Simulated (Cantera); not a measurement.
A closed system holds: 1 mol Si3N4, a varied amount of N2O, 460 mol N2, at 1298 K and 36.0 Torr.

Equilibrium computed with Cantera from the NASA thermochemical tables; the gas is ideal and each condensed phase is pure. Candidate condensed phases: Si, SiO2, Si2N2O, Si3N4; 16 gas species. Mutual solubility and eutectic melting of coexisting phases are not modelled. The tables hold silica as quartz up to 1696 K and as liquid above; real silica turns to tridymite and cristobalite and melts near 1996 K. Rates play no part.

Task: Which condensed phases are stable at each of these points (n(N2O) (mol)): 0.098, 0.15, 0.22, 0.33, 0.5, 0.75, 1.1, 1.7, 2.5?

Result: 
```json
[
 {"n(N2O) (mol)": "0.098", "condensed phases": "Si2N2O(s) + Si3N4(s)", "Si condensed (%)": "100.0"},
 {"n(N2O) (mol)": "0.15", "condensed phases": "Si2N2O(s) + Si3N4(s)", "Si condensed (%)": "100.0"},
 {"n(N2O) (mol)": "0.22", "condensed phases": "Si2N2O(s) + Si3N4(s)", "Si condensed (%)": "100.0"},
 {"n(N2O) (mol)": "0.33", "condensed phases": "Si2N2O(s) + Si3N4(s)", "Si condensed (%)": "100.0"},
 {"n(N2O) (mol)": "0.5", "condensed phases": "Si2N2O(s) + Si3N4(s)", "Si condensed (%)": "100.0"},
 {"n(N2O) (mol)": "0.75", "condensed phases": "Si2N2O(s) + Si3N4(s)", "Si condensed (%)": "100.0"},
 {"n(N2O) (mol)": "1.1", "condensed phases": "Si2N2O(s) + Si3N4(s)", "Si condensed (%)": "100.0"},
 {"n(N2O) (mol)": "1.7", "condensed phases": "SiO2(β-quartz) + Si2N2O(s)", "Si condensed (%)": "100.0"},
 {"n(N2O) (mol)": "2.5", "condensed phases": "SiO2(β-quartz) + Si2N2O(s)", "Si condensed (%)": "100.0"}
]
```

From 0.098 mol N2O to 1.1 mol N2O the condensed part is Si2N2O(s) + Si3N4(s). From 1.7 mol N2O to 2.5 mol N2O the condensed part is SiO2(β-quartz) + Si2N2O(s).
